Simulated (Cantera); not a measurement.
An adiabatic, constant-pressure homogeneous reactor starts with 14.5 % CH₄, 1.35 % C₂H₆, 17.6 % O₂, 66.5 % N₂, at 1525 K and 0.590 bar.

Cantera simulation using GRI-Mech 3.0 (53 species, 325 reactions); the numbers are that mechanism's predictions, not measurements.

### Question
Predict: time of steepest temperature rise; temperature at 0.100 s; equilibrium temperature; x(O₂) at 0.100 s; x(H) at 0.100 s; x(CH₂O) at 0.100 s.

### Answer
```
Property                                                             Value
---------------------------------  ---------------------------------------
time of steepest temperature rise                                 0.438 ms
temperature at 0.100 s                                              2549 K
equilibrium temperature                                             2549 K
x(O₂) at 0.100 s                   8.55e-5 (gas-phase equilibrium 8.55e-5)
x(H) at 0.100 s                      0.0152 (gas-phase equilibrium 0.0152)
x(CH₂O) at 0.100 s                 4.18e-9 (gas-phase equilibrium 4.18e-9)
```
